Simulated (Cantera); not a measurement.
A perfectly stirred reactor is fed with NH₃ : H₂ = 1 : 0.45 (molar parts), at 53.3 Torr; it is held at 1725 K, and followed from long to short residence time.

Cantera simulation using the gas-phase N/H chemistry of the illustrative SiF4/NH3 mechanism in the Surface Chemkin manual (1991); the numbers are that mechanism's predictions, not measurements. Walls and surfaces, which speed up NH3 decomposition in real reactors, are not modelled.

What does this change do: pressure from 53.3 Torr to 760 Torr?


| quantity | before | after |
|---|---|---|
| x(NH₃) at τ = 2.20 s | 0.529 | 0.259 |
| x(H₂) at τ = 2.20 s | 0.423 | 0.614 |
| x(NH₂) at τ = 2.20 s | 0.000213 | 9.36e-5 |
| x(N₂H₂) at τ = 2.20 s | 1.11e-6 | 1.81e-7 |
| x(N₂) at τ = 2.20 s | 0.0475 | 0.127 |
| x(NH₃) at τ = 0.140 s | 0.677 | 0.604 |
| x(H₂) at τ = 0.140 s | 0.319 | 0.371 |
| x(NH₂) at τ = 0.140 s | 0.000245 | 0.000174 |
| x(N₂H₂) at τ = 0.140 s | 1.55e-6 | 7.16e-7 |
| x(N₂) at τ = 0.140 s | 0.00376 | 0.0253 |

What does this change do: temperature 1725 to 2000 K?


```json
[
 {"quantity": "x(NH₃) at τ = 2.20 s", "before": "0.529", "after": "0.0912"},
 {"quantity": "x(H₂) at τ = 2.20 s", "before": "0.423", "after": "0.731"},
 {"quantity": "x(NH₂) at τ = 2.20 s", "before": "0.000213", "after": "0.000275"},
 {"quantity": "x(N₂H₂) at τ = 2.20 s", "before": "1.11e-6", "after": "4.63e-7"},
 {"quantity": "x(N₂) at τ = 2.20 s", "before": "0.0475", "after": "0.177"},
 {"quantity": "x(NH₃) at τ = 0.140 s", "before": "0.677", "after": "0.478"},
 {"quantity": "x(H₂) at τ = 0.140 s", "before": "0.319", "after": "0.459"},
 {"quantity": "x(NH₂) at τ = 0.140 s", "before": "0.000245", "after": "0.000832"},
 {"quantity": "x(N₂H₂) at τ = 0.140 s", "before": "1.55e-6", "after": "3.54e-6"},
 {"quantity": "x(N₂) at τ = 0.140 s", "before": "0.00376", "after": "0.0623"}
]
```
